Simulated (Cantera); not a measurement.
Feed: 1 mol Al, 0.54 mol H₂O, 300 mol H₂, held at 10.0 mbar.

Method: chemical equilibrium by Gibbs-energy minimisation in Cantera with the NASA 1993 tables (ideal gas, pure condensed phases). Candidate condensed phases: Al, Al₂O₃, H₂O; 19 gas species. Mutual solubility and eutectic melting of coexisting phases are not modelled. Rates play no part.

Task: Which condensed phases are stable at each of these points (T (K)): 1025, 1125, 1225, 1325, 1425, 1525, 1625?

Result: 
| T (K) | condensed phases | Al condensed (%) |
|---|---|---|
| 1025 | Al(l) + Al₂O₃(s) | 100.0 |
| 1125 | Al(l) + Al₂O₃(s) | 100.0 |
| 1225 | Al(l) + Al₂O₃(s) | 99.7 |
| 1325 | Al(l) + Al₂O₃(s) | 97.1 |
| 1425 | Al(l) + Al₂O₃(s) | 75.9 |
| 1525 | Al₂O₃(s) | 22.2 |
| 1625 | Al₂O₃(s) | 23.1 |

From 1025 K to 1425 K the condensed part is Al(l) + Al₂O₃(s). From 1525 K to 1625 K the condensed part is Al₂O₃(s).
